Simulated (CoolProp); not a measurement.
Vapour-liquid equilibrium of benzene (1) + n-octane (2) at 1.88 bar; x and y are mole fractions of (1).

The numbers come from the multi-fluid Helmholtz-energy mixture model, Thol 2012 and Beckmüller 2019; pair parameters Bell 2016 in CoolProp.

```tsv
x	bubble temperature, mixture model (K)	bubble temperature, Raoult's law (K)	y, mixture model	y, Raoult's law
0.05	418.0	418.5	[?]	0.141
0.125	411.5	412.9	0.322	0.313
0.2	405.8	407.9	0.461	0.448
0.275	400.7	403.4	0.568	0.557
0.35	396.4	399.3	0.652	0.645
0.425	392.6	395.5	0.718	0.717
0.5	389.4	392.1	0.772	0.777
0.575	[?]	388.9	[?]	0.827
0.65	384.1	386.0	0.855	0.870
0.725	381.8	383.2	0.889	0.906
0.8	379.7	380.7	0.920	0.937
0.875	377.8	378.3	0.950	0.963
0.95	375.9	376.1	[?]	0.986
```

Question: What belongs in the gaps?

Answer: 
- 0.05, y, mixture model: 0.144
- 0.575, bubble temperature, mixture model (K): 386.6
- 0.575, y, mixture model: 0.817
- 0.95, y, mixture model: 0.980

The largest gap from Raoult's law is -2.9 K in bubble temperature, at x = 0.425. No azeotrope shows between x = 0.05 and 0.95.

Pair parameters are fitted to limited data, so mixtures are less certain than the pure fluids.
